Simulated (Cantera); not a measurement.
**Thermodynamics of roasting and sulfation, feed FeS + SO3 + CO2**

Input: 1 mol FeS, 2 mol SO3, 5 mol CO2, held at 752 °C and 8250 Torr.

Equilibrium computed with Cantera from the NASA thermochemical tables; the gas is ideal and each condensed phase is pure. Candidate condensed phases: C, Fe, Fe(CO)5, FeO, FeS, FeSO4, FeS2, Fe2O3, Fe2(SO4)3, Fe3O4, S; 25 gas species. Mutual solubility and eutectic melting of coexisting phases are not modelled. FeS: taken at fixed stoichiometry. Gases not in the tables: S3 to S7. Kinetics and transport are ignored.

x(CO2): 0.656
x(SO2): 0.334
x(S2): 0.00710
x(S2O): 0.00148
x(CO): 0.000510
x(COS): 0.000469
x(SO): 8.68e-6
n(FeS(s)): 0.321 mol
n(Fe3O4(s)): 0.226 mol
gas amount: 7.611 mol
log10 activity of S(l) (absent): -0.98
log10 activity of Fe(α) (absent): -4.34
log10 activity of C(graphite) (absent): -5.82
